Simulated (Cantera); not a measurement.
Charge: 1 mol H2S, 0.23 mol O2, a varied amount of H2, at 1150 K and 100000 Pa.

These are equilibrium values from Cantera (NASA tables, ideal gas, pure condensed phases), not measurements of a reactor. Candidate condensed phases: H2O, H2SO4, S; 19 gas species. Gases not in the tables: S3 to S7. Kinetics and transport are ignored.

x: gas mole fraction; nothing condenses.

```tsv
n(H2) (mol)	x H2	x H2S	x H2O	x S2	x SH	x SO2	x S2O
0.63	0.135	0.571	0.277	0.0163	0.000124	4.01e-5	?
2.9	0.626	0.256	0.118	0.000153	2.58e-5	3.29e-8	?
5.1	0.761	0.164	0.0754	4.24e-5	1.50e-5	4.79e-9	?
7.3	0.824	0.120	0.0554	1.95e-5	1.06e-5	1.50e-9	?
9.6	0.862	0.0943	0.0434	1.09e-5	8.11e-6	6.27e-10	?
12	0.888	0.0769	0.0354	6.87e-6	6.52e-6	3.12e-10	?
14	0.903	0.0667	0.0307	4.99e-6	5.60e-6	1.93e-10	?
16	0.914	0.0588	0.0271	3.79e-6	4.91e-6	1.28e-10	?
19	0.927	0.0500	0.0230	2.66e-6	4.15e-6	7.52e-11	?
```

Question: Some entries are withheld; supply them.

Answer: 
- 0.63, x S2O: 1.58e-5
- 2.9, x S2O: 1.37e-8
- 5.1, x S2O: 2.00e-9
- 7.3, x S2O: 6.24e-10
- 9.6, x S2O: 2.62e-10
- 12, x S2O: 1.30e-10
- 14, x S2O: 8.05e-11
- 16, x S2O: 5.32e-11
- 19, x S2O: 3.13e-11
